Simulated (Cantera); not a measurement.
Premixed flame

A freely propagating, adiabatic, planar premixed flame of 31.0 % H₂, 9.68 % O₂, 36.3 % N₂, 23.0 % H₂O, unburnt at 650 K and 4.00 bar; mixture-averaged transport, grid criteria slope 0.08 and curve 0.16, no radiation.

Model: the H2/O2 subset of GRI-Mech 3.0, which has no nitrogen chemistry, integrated in Cantera. The hydrogen kinetics of GRI-Mech 3.0 are dated; newer H2 mechanisms differ, most at raised pressure. Burning velocities carry a grid error of a few per cent, more on coarse grids.

```csv
z (mm),T (K),u (m/s),x H₂,x O₂,x H₂O,x H,x OH,x H₂O₂
-0.218,650,4.90,0.310,0.0968,0.230,<1e-8,<1e-8,<1e-8
-0.145,650,4.90,0.310,0.0969,0.230,<1e-8,<1e-8,<1e-8
-0.109,651,4.90,0.309,0.0970,0.230,<1e-8,<1e-8,8.57e-8
-0.0726,655,4.91,0.304,0.0976,0.232,1.08e-8,<1e-8,1.28e-6
-0.0363,736,5.37,0.281,0.0978,0.245,4.82e-5,3.19e-5,4.68e-5
-0.0181,978,6.95,0.246,0.0881,0.278,0.00141,0.000518,0.000111
0,1307,9.13,0.200,0.0636,0.336,0.00765,0.00135,4.19e-5
0.0181,1545,10.7,0.159,0.0355,0.392,0.0158,0.00281,6.11e-6
0.0363,1679,11.6,0.135,0.0172,0.426,0.0200,0.00417,3.28e-6
0.0726,1801,12.4,0.121,0.00431,0.452,0.0195,0.00504,1.77e-6
0.145,1887,12.9,0.119,0.000917,0.461,0.0137,0.00425,8.57e-7
0.290,1945,13.3,0.121,0.000294,0.466,0.00816,0.00282,3.93e-7
0.581,1980,13.5,0.122,9.25e-5,0.469,0.00445,0.00164,1.58e-7
```
x: mole fraction of selected species; z is measured from the peak of heat release.

The laminar burning velocity comes out as 490 cm/s, the thermal thickness is 0.0726 mm and the peak x(H) is 0.0207. The peak x(OH) comes out as 0.00505 and the peak x(H₂O₂) is 0.000111. The grid points is 106.
